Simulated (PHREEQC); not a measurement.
Make-up at 25 °C: 0.00097 mol HNO3, 0.016 mol KNO3, 0.00074 mol CO2 and 0.00047 mol CdBr2 per kg of water. Closed to the air; pH follows from the charge balance.

Model: ion-association model, phreeqc.dat, run in PHREEQC.

```
Item                           Value
--------------------  --------------
pH                              3.06
ionic strength        0.0183 mol/kgw
specific conductance      2590 µS/cm
total alkalinity       -0.970 meq/kg
```

```json
[
 {"species": "NO3-", "molality": "0.0170", "activity": "0.0147", "log γ": "-0.061"},
 {"species": "K+", "molality": "0.0160", "activity": "0.0140", "log γ": "-0.059"},
 {"species": "H+", "molality": "0.000970", "activity": "0.000866", "log γ": "-0.049"},
 {"species": "Br-", "molality": "0.000906", "activity": "0.000788", "log γ": "-0.061"},
 {"species": "CO2", "molality": "0.000740", "activity": "0.000743", "log γ": "0.002"},
 {"species": "Cd+2", "molality": "0.000426", "activity": "0.000250", "log γ": "-0.232"},
 {"species": "CdBr+", "molality": "3.33e-5", "activity": "2.91e-5", "log γ": "-0.058"},
 {"species": "CdNO3+", "molality": "1.06e-5", "activity": "9.25e-6", "log γ": "-0.058"},
 {"species": "HCO3-", "molality": "4.33e-7", "activity": "3.81e-7", "log γ": "-0.056"},
 {"species": "CdBr2", "molality": "1.23e-7", "activity": "1.23e-7", "log γ": "0.002"},
 {"species": "(CO2)2", "molality": "1.01e-8", "activity": "1.01e-8", "log γ": "0.002"},
 {"species": "CdHCO3+", "molality": "3.44e-9", "activity": "3.01e-9", "log γ": "-0.058"}
]
```

No solid was allowed to form.
